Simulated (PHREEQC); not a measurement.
**Copper plating or etch bath**

Dissolve 0.06 mol/kgw Cu(BF4)2, 0.027 mol/kgw H2SO4 and 0.065 mol/kgw H3BO3 at 25 °C. Closed to the air; pH follows from the charge balance.

Computed with PHREEQC (ion-association model, wateq4f.dat).

- pH: 1.45
- ionic strength: 0.209 mol/kgw
- total alkalinity: -414 meq/kg

| species | molality | activity | log γ |
|---|---|---|---|
| BF4- | 0.112 | 0.0760 | -0.170 |
| H3BO3 | 0.0638 | 0.0669 | 0.021 |
| Cu+2 | 0.0522 | 0.0169 | -0.491 |
| H+ | 0.0443 | 0.0353 | -0.099 |
| HSO4- | 0.0111 | 0.00806 | -0.139 |
| SO4-2 | 0.00817 | 0.00235 | -0.541 |
| CuSO4 | 0.00772 | 0.00810 | 0.021 |
| BF3OH- | 0.00723 | 0.00489 | -0.170 |
| HF | 0.00542 | 0.00569 | 0.021 |

Precipitation was switched off in this run. Real BF4- forms and hydrolyses slowly; the run takes it at equilibrium.
